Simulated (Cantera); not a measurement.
A perfectly stirred reactor is fed with H2 : O2 : N2 = 1.9 : 1 : 13 (molar parts), at 0.987 atm; it is held at 1050 K, and followed from long to short residence time.

Model: the H2/O2 subset of GRI-Mech 3.0, which has no nitrogen chemistry, integrated in Cantera. The temperature is held fixed by assumption; the heat of reaction is taken as removed at once.

### Question
What does this change do: H2 1.9 to 0.74 parts?

### Answer
```tsv
quantity	before	after
x(H2) at τ = 19.0 s	0.000366	9.66e-5
x(O2) at τ = 19.0 s	0.00352	0.0439
x(O) at τ = 19.0 s	2.24e-7	3.28e-7
x(HO2) at τ = 19.0 s	2.74e-6	2.57e-6
x(H2O) at τ = 19.0 s	0.127	0.0514
x(H2) at τ = 54.0 ms	0.00385	0.00185
x(O2) at τ = 54.0 ms	0.00527	0.0447
x(O) at τ = 54.0 ms	2.64e-5	2.46e-5
x(HO2) at τ = 54.0 ms	6.56e-6	1.95e-5
x(H2O) at τ = 54.0 ms	0.123	0.0496
```
